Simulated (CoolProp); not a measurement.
Vapour-liquid equilibrium of methanol (1) + hexamethyldisiloxane (MM) (2) at 31.35 °C; x and y are mole fractions of (1).

Computed with CoolProp (multi-fluid Helmholtz-energy mixture model, de Reuck 1993 and Thol 2016; pair parameters Bell 2016).

```
x      bubble pressure, mixture model (bar)  bubble pressure, Raoult's law (bar)  y, mixture model  y, Raoult's law
-----  ------------------------------------  -----------------------------------  ----------------  ---------------
0.05                                 0.1117                              0.08421               [?]            0.139
0.125                                0.1579                              0.09606               [?]            0.305
0.2                                  0.1940                               0.1079             0.668            0.434
0.275                                0.2196                               0.1198             0.722            0.538
0.35                                 0.2359                               0.1316             0.753            0.623
0.425                                   [?]                               0.1435             0.770            0.694
0.5                                  0.2489                               0.1553             0.779            0.754
0.575                                0.2504                               0.1672               [?]            0.806
0.65                                 0.2510                               0.1791             0.785            0.851
0.725                                   [?]                               0.1909             0.791            0.890
0.8                                     [?]                               0.2028             0.805            0.925
0.875                                0.2511                               0.2146             0.841            0.956
0.95                                 0.2441                               0.2265             0.916            0.983
```

Fill in the missing entries.


- 0.05, y, mixture model: 0.343
- 0.125, y, mixture model: 0.565
- 0.425, bubble pressure, mixture model (bar): 0.2448
- 0.575, y, mixture model: 0.783
- 0.725, bubble pressure, mixture model (bar): 0.2517
- 0.8, bubble pressure, mixture model (bar): 0.2524

The largest gap from Raoult's law is +83.3 % in bubble pressure, at x = 0.275. y crosses x between x = 0.8 and 0.875: the model has an azeotrope there.

The pair parameters rest on a limited set of measurements; away from them the model extrapolates. With so large a gap from Raoult's law the liquid may split in two, which this calculation doesn't test in full.
